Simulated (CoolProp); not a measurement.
Vapour-liquid equilibrium of toluene (1) + n-nonane (2) at 84.15 °C; x and y are mole fractions of (1).

Model: multi-fluid Helmholtz-energy mixture model, Lemmon 2006 and Lemmon 2006; pair parameters Bell 2016, in CoolProp.

```tsv
x	bubble pressure, mixture model (kPa)	bubble pressure, Raoult's law (kPa)	y, mixture model	y, Raoult's law
0.05	(withheld)	13.16	0.212	0.170
0.2	20.61	18.15	0.546	0.493
0.35	26.37	23.14	(withheld)	0.677
0.5	31.26	28.13	(withheld)	0.796
0.65	35.54	33.12	0.865	0.879
0.8	39.51	38.11	(withheld)	0.940
0.95	43.43	43.11	0.980	0.987
```

Task: Fill in the missing entries.

Result: 
- 0.05, bubble pressure, mixture model (kPa): 13.90
- 0.35, y, mixture model: 0.703
- 0.5, y, mixture model: 0.797
- 0.8, y, mixture model: 0.923

The largest gap from Raoult's law is +14.0 % in bubble pressure, at x = 0.35. No azeotrope shows between x = 0.05 and 0.95.

Pair parameters are fitted to limited data, so mixtures are less certain than the pure fluids.
